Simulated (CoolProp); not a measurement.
Vapour-liquid equilibrium of n-perfluoropentane (1) + n-pentane (2) at 63.55 °C; x and y are mole fractions of (1).

The numbers come from the multi-fluid Helmholtz-energy mixture model, Gao 2022 and Thol 2019; pair parameters Bell 2016 in CoolProp.

```csv
x,"bubble pressure, mixture model (kPa)","bubble pressure, Raoult's law (kPa)","y, mixture model","y, Raoult's law"
0.05,304.9,240.8,0.239,0.063
0.2,…,251.1,…,0.244
0.35,…,261.4,0.491,0.410
0.5,411.2,271.6,0.524,0.563
0.65,407.8,281.9,0.576,0.705
0.8,…,292.1,0.678,0.837
0.95,332.2,302.4,…,0.961
```

Problem. What belongs in the gaps?

Solution. 
- 0.2, bubble pressure, mixture model (kPa): 388.0
- 0.2, y, mixture model: 0.441
- 0.35, bubble pressure, mixture model (kPa): 406.2
- 0.8, bubble pressure, mixture model (kPa): 386.1
- 0.95, y, mixture model: 0.887

The largest gap from Raoult's law is +55.4 % in bubble pressure, at x = 0.35. y crosses x between x = 0.5 and 0.65: the model has an azeotrope there.

Pair parameters are fitted to limited data, so mixtures are less certain than the pure fluids. With so large a gap from Raoult's law the liquid may split in two, which this calculation doesn't test in full.
